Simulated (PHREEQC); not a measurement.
Make-up at 25 °C: 80 mmol/kgw ZnSO4 and 0.25 mmol/kgw NaOH. Closed to the air; pH follows from the charge balance.

Model: ion-association model, wateq4f.dat, run in PHREEQC.

This is a speciation only: nothing precipitates in the calculation.

Q: What pH does the model give?

A: pH 7.02.

Q: In which forms is S present?

A: SO4-2 40 %, ZnSO4 40 %, Zn(SO4)2-2 21 % of the S.

The solution is supersaturated, for example in Zn4(OH)6SO4, Zn(OH)2-e, so a real one may precipitate; this is no full list.
